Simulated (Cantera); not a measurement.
Equilibrium for carbon deposition, reforming and gasification: CH4 + H2 + O2

A closed system holds: 1 mol CH4, 36 mol H2, 0.01 mol O2, held at 630 Pa.

These are equilibrium values from Cantera (NASA tables, ideal gas, pure condensed phases), not measurements of a reactor. Candidate condensed phases: C, C6H6, C7H8, C8H18, H2O; 110 gas species. Kinetics and transport are ignored.

| T (°C) | log p H2 | log p H | log p C2H2 (acetylene) | log p C3 | log p C | log p C2H | log p CO | log p C2 | n C(graphite) |
|---|---|---|---|---|---|---|---|---|---|
| 1102 | -2.20 | -6.57 | -7.95 | <-14 | <-14 | <-14 | -5.48 | <-14 | 0.979 |
| 1252 | -2.20 | -5.73 | -7.12 | <-14 | <-14 | -13.30 | -5.48 | <-14 | 0.979 |
| 1402 | -2.20 | -5.04 | -6.44 | <-14 | -14.15 | -11.58 | -5.48 | <-14 | 0.975 |
| 1552 | -2.20 | -4.46 | -5.87 | -12.61 | -12.31 | -10.14 | -5.48 | -13.70 | 0.964 |
| 1702 | -2.21 | -3.97 | -5.40 | -10.83 | -10.75 | -8.92 | -5.48 | -11.90 | 0.931 |
| 1852 | -2.22 | -3.55 | -5.00 | -9.30 | -9.42 | -7.88 | -5.49 | -10.36 | 0.855 |
| 2002 | -2.25 | -3.20 | -4.67 | -7.98 | -8.26 | -6.99 | -5.50 | -9.03 | 0.704 |
| 2152 | -2.30 | -2.90 | -4.41 | -6.83 | -7.24 | -6.22 | -5.53 | -7.87 | 0.441 |
| 2302 | -2.39 | -2.66 | -4.23 | -5.81 | -6.34 | -5.57 | -5.56 | -6.84 | 0.0212 |
| 2452 | -2.54 | -2.47 | -4.36 | -5.27 | -5.67 | -5.25 | -5.62 | -6.17 | 0 |
| 2602 | -2.75 | -2.35 | -4.68 | -4.95 | -5.11 | -5.12 | -5.67 | -5.67 | 0 |
log p: log10 of the partial pressure in bar; n: condensed amount in mol.

From 1102 °C to 2302 °C the condensed part is C(graphite). From 2452 °C to 2602 °C nothing is condensed. The main C-bearing gas is CO at 1102 °C and C2H2 (acetylene) at 2602 °C.
